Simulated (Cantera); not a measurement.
Feed: 1 mol Si2Cl6, 72 mol N2, equilibrated at 1.00 bar.

Method: chemical equilibrium by Gibbs-energy minimisation in Cantera with the NASA 1993 tables (ideal gas, pure condensed phases). Candidate condensed phases: Si, Si3N4; 13 gas species. The feed counts by its element totals alone. N2 is the only nitrogen source here; it is nearly inert below about 1500 K, so the nitride shown seldom forms there in practice. Rates play no part.

Over these rows the condensed part is Si3N4(s). Partial pressures as log10 of bar:

```csv
T (K),1000/T (1/K),log p SiCl2,log p N2,log p SiCl4
1273,0.7855,-4.40,-0.01,-1.69
1323,0.7559,-3.97,-0.01,-1.70
1373,0.7283,-3.58,-0.01,-1.71
1423,0.7027,-3.21,-0.01,-1.72
1473,0.6789,-2.88,-0.01,-1.75
1523,0.6566,?,-0.01,-1.79
```

Problem. Fit log p(SiCl2) = a + b·(1000/T) to the five rows, give the apparent enthalpy, and predict the row at 1523 K.

Solution. Means: 1000/T = 0.7303, log p = -3.608. Sxy = -0.101446, Sxx = 0.0071101, so b = -14.27 and a = -3.608 − (-14.27)×0.7303 = 6.81.
Apparent enthalpy: −19.145 × (-14.27) = 273 kJ/mol. With the condensed phases at unit activity, 1/6 Si3N4(s) + 1/2 SiCl4(g) = SiCl2(g) + 1/3 N2(g) links this pressure to the main gases: over the six rows their terms move log p by -0.05 in all, so the slope is close to that reaction's ΔH°. The five rows lie within 0.01 of the line.
Prediction at 1523 K: 6.81 + (-14.27)×0.6566 = -2.56. The computed value is -2.58, 0.02 from the line.
